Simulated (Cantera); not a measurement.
A closed system holds: 1 mol Si, 0.93 mol Cl2, 2.8 mol H2, at 302 °C and 26.0 bar.

Method: chemical equilibrium by Gibbs-energy minimisation in Cantera with the NASA 1993 tables (ideal gas, pure condensed phases). Candidate condensed phases: Si; 19 gas species. The numbers say what is thermodynamically allowed, not how fast it happens.

Base state: H2 0.823, SiHCl3 0.104, SiCl4 0.0646, SiH2Cl2 0.00777, SiH3Cl 0.000110 (mole fractions); condensed: Si(s).

What changes in the equilibrium state with this change: temperature from 302 °C to 877 °C?


```json
[
 {"species": "H2", "before": "0.823", "after": "0.815"},
 {"species": "SiHCl3", "before": "0.104", "after": "0.0864"},
 {"species": "SiCl4", "before": "0.0646", "after": "0.0694"},
 {"species": "HCl", "before": "7.58e-6", "after": "0.0133"},
 {"species": "SiH2Cl2", "before": "0.00777", "after": "0.0135"},
 {"species": "SiCl2", "before": "<1e-9", "after": "0.000477"},
 {"species": "SiCl3", "before": "2.81e-8", "after": "0.00174"},
 {"species": "SiH4", "before": "8.08e-7", "after": "1.02e-5"},
 {"species": "SiH3Cl", "before": "0.000110", "after": "0.000568"},
 {"species": "Si(s), mol", "before": "0.440", "after": "0.452"}
]
```
The tables' values for SiCl3 are old estimates; treat these amounts as uncertain. Gases not in the tables: Si2H6 and higher silanes.
